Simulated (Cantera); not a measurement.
Counterflow diffusion flame

A counterflow diffusion flame at 0.987 atm, nozzles 20 mm apart: fuel side CH4 = 1 (molar parts) at 500 K, oxidiser side O2 : N2 = 0.26 : 0.74 (molar parts) at 425 K, fuel mass flux 0.67 times the oxidiser's; mixture-averaged transport, no radiation.

Cantera simulation using GRI-Mech 3.0 (53 species, 325 reactions); the numbers are that mechanism's predictions, not measurements. GRI-Mech 3.0 has no aromatics or soot, which form on the fuel side of real flames. The maximum strain rate includes the flame's own expansion and is several times the mean.

```
oxidiser flux (kg/m²/s)  max strain (1/s)  mean strain (1/s)  T max (K)  peak x OH  peak x H  peak x NO  peak x CO  peak x C2H2
-----------------------  ----------------  -----------------  ---------  ---------  --------  ---------  ---------  -----------
0.25                                  194               36.9       2295     0.0129   0.00583   0.000471     0.0818       0.0202
0.35                                  258               51.7       2275     0.0128   0.00609   0.000427     0.0799       0.0193
0.49                                  346               72.3       2259     0.0128   0.00635   0.000390     0.0782       0.0185
0.69                                  467                102       2245     0.0127   0.00661   0.000355     0.0767       0.0177
0.97                                  634                143       2232     0.0126   0.00689   0.000320     0.0754       0.0168
1.4                                   882                207       2216     0.0124   0.00715   0.000279     0.0742       0.0159
1.9                                  1160                280       2199     0.0121   0.00729   0.000241     0.0732       0.0149
2.7                                  1600                399       2176     0.0117   0.00737   0.000195     0.0723       0.0137
3.7                                  2140                546       2153     0.0111   0.00734   0.000154     0.0717       0.0123
5.2                                  2930                768       2121     0.0103   0.00714   0.000109     0.0714       0.0106
```
x: mole fraction; the columns are a selection and need not sum to one.
